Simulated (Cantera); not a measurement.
# Si + Cl2 + H2 + F2 (silicon etching in halogen gases)

A closed system holds: 1 mol Si, 3.9 mol Cl2, 0.12 mol H2, a varied amount of F2, held at 302 °C and 8700 Pa.

Equilibrium computed with Cantera from the NASA thermochemical tables; the gas is ideal and each condensed phase is pure. Candidate condensed phases: Si; 37 gas species. Equilibrium is a limit: real reactors are often held back by kinetics, nucleation or transport.

From 0.55 mol F2 to 5.3 mol F2 nothing is condensed. The main Si-bearing gas is SiCl4 at 0.55 mol F2 and SiF4 at 5.3 mol F2.

| n(F2) (mol) | log p ClF | log p Cl2 | log p SiCl4 | log p SiF4 | log p HCl | log p HF |
|---|---|---|---|---|---|---|
| 0.55 | <-13 | -1.25 | -1.75 | -2.17 | -2.23 | -7.61 |
| 0.76 | <-13 | -1.23 | -1.85 | -2.06 | -2.26 | -7.59 |
| 1.1 | <-13 | -1.22 | -2.02 | -1.94 | -2.30 | -7.55 |
| 1.5 | <-13 | -1.20 | -2.32 | -1.84 | -2.34 | -7.49 |
| 2 | <-13 | -1.18 | -6.96 | -1.76 | -2.38 | -6.36 |
| 2.8 | -1.69 | -1.32 | <-13 | -1.83 | <-13 | -2.45 |
| 3.8 | -1.37 | -1.55 | <-13 | -1.89 | <-13 | -2.51 |
| 5.3 | -1.18 | -2.12 | <-13 | -1.98 | <-13 | -2.60 |
log p: log10 of the partial pressure in bar; nothing condenses.
